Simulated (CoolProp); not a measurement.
Saturation properties of CF4 (R14) (Tc = 227.4 K, pc = 3.762 MPa, ω = 0.178).

Values from CoolProp's reference Helmholtz-energy equation of state, Platzer 1990. This equation is an older, rougher fit; its heat capacities, sound speeds and derivatives of the liquid may be far off and weren't checked against measurements.

```tsv
T (K)	p (MPa)	vapour Z	vapour viscosity (µPa s)	liquid conductivity (mW/(m K))
170.7	0.4560	0.8924	10.7	76.4
174	0.5347	0.8791	…	73.9
177.3	0.6230	0.8647	11.2	71.5
180.6	…	0.8492	11.5	69.0
183.9	0.8315	…	11.9	66.5
187.1	…	0.8154	12.2	64.2
190.4	…	0.7964	12.6	61.7
193.7	1.231	0.7761	12.9	59.2
197	1.392	0.7542	13.4	56.8
200.3	1.569	0.7307	13.8	54.3
203.6	1.762	0.7053	14.3	51.8
206.8	…	…	14.9	49.4
210.1	2.194	…	15.5	47.0
213.4	2.441	0.6144	16.3	44.5
216.7	2.710	0.5759	17.3	42.1
```

### Question
Complete the blanks.

### Answer

- 174, vapour viscosity (µPa s): 10.9
- 180.6, p (MPa): 0.7217
- 183.9, vapour Z: 0.8326
- 187.1, p (MPa): 0.9493
- 190.4, p (MPa): 1.083
- 206.8, p (MPa): 1.966
- 206.8, vapour Z: 0.6785
- 210.1, vapour Z: 0.6482

It boils at 145.1 K under 1 atm.

Viscosity comes from a separate model (Huber 2003), an estimate that may be off by 10 % or more. Thermal conductivity comes from a separate model (Huber 2003), an estimate that may be off by 10 % or more.
